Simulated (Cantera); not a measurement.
## Transport properties of process gases

Gas mixture: 14.9 % NO, 26.1 % H2O, 59.0 % O2, at 16000 Pa, frozen composition.

Cantera's kinetic-theory transport with the Lennard-Jones parameters of GRI-Mech 3.0, ideal gas; thermal conductivity in the mixture-averaged form. Polar gases are described roughly by these parameters. The composition is frozen, though it would react at the higher temperatures.

```tsv
T (K)	ρ (kg/m³)	cp (J/kg/K)	μ (µPa s)	λ (mW/m/K)	Pr	D (cm²/s) O	D (cm²/s) OH	D (cm²/s) NO
400	0.135	1112	22.3	34.4	0.720	3.57	3.51	2.24
600	0.0900	1179	30.6	50.6	0.712	7.20	7.06	4.55
800	0.0675	1244	38.0	66.7	0.708	11.7	11.5	7.45
1000	0.0540	1299	44.7	82.3	0.705	17.1	16.7	10.9
1200	0.0450	1343	51.0	97.5	0.702	23.1	22.7	14.8
1400	0.0386	1382	56.8	112	0.701	29.9	29.4	19.1
```
D: mixture-averaged diffusion coefficient of that species in the mixture.
